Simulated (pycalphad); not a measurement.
Computed with pycalphad from the COST 507 light-alloy database (1999), at 1 atm. These are 1990s assessments: newer ones move some temperatures and phases. Kinetics are ignored, which matters at the lower temperatures.

Q: How does the equilibrium phase assembly of Fe-0.5054Si (wt.%) change on cooling from 1977 °C to 252 °C?

A: 
```
T (°C)     phases above     phases below
------  ---------------  ---------------
1529.9           LIQUID  BCC_A2 + LIQUID
1525.1  BCC_A2 + LIQUID           BCC_A2
1366.9           BCC_A2  BCC_A2 + FCC_A1
1364.1  BCC_A2 + FCC_A1           FCC_A1
953.6            FCC_A1  BCC_A2 + FCC_A1
944.2   BCC_A2 + FCC_A1           BCC_A2
```
Changes were sought between steps of 75 K, so a narrower field can be missed.

FCC_A1 is fcc; BCC_A2 is bcc.
